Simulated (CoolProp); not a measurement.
R236FA along the isotherm 366.1 K: Z from the reference equation and from simpler models built on Tc = 398.1 K, pc = 3.191 MPa, ω = 0.377; each cubic takes its own stable root.

Values from CoolProp's reference Helmholtz-energy equation of state, Pan 2012.

```
p (MPa)   phase  reference
-------  ------  ---------
0.0151      gas     0.9978
0.0222      gas     0.9967
0.0326      gas     0.9952
0.0479      gas     0.9929
0.0703      gas     0.9895
0.103       gas     0.9846
0.151       gas     0.9773
0.222       gas     0.9663
0.326       gas     0.9499
0.479       gas     0.9248
0.703       gas     0.8860
1.03        gas     0.8233
1.51        gas     0.7092
2.22     liquid     0.1029
3.26     liquid     0.1481
4.79     liquid     0.2126
```

**Question.** How far does each simpler model (Redlich-Kwong, Soave-Redlich-Kwong) lie from the reference over these 16 states: mean and median of the absolute difference, and the worst?

**Answer.** 
- Redlich-Kwong: mean 5.1 %, median 0.4 %, worst +28.0 % at 366.1 K and 2.22 MPa
- Soave-Redlich-Kwong: mean 3.4 %, median 0.2 %, worst +18.5 % at 366.1 K and 2.22 MPa
